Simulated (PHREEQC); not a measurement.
Make-up at 85 °C: 67 mmol/kgw (NH4)2CO3. Closed to the air; pH follows from the charge balance.

The numbers come from PHREEQC with the ion-association model, phreeqc.dat.

This is a speciation only: nothing precipitates in the calculation.

What pH does the model give?

pH 7.86.

In which forms is C present?

HCO3- 97 %, CO2 2.3 %, CO3-2 1.1 % of the C.

Carbamate, which ammonia and carbonate form, is missing from the database. At this temperature some constants are extrapolated from 25 °C, and those without enthalpy data are left unchanged.
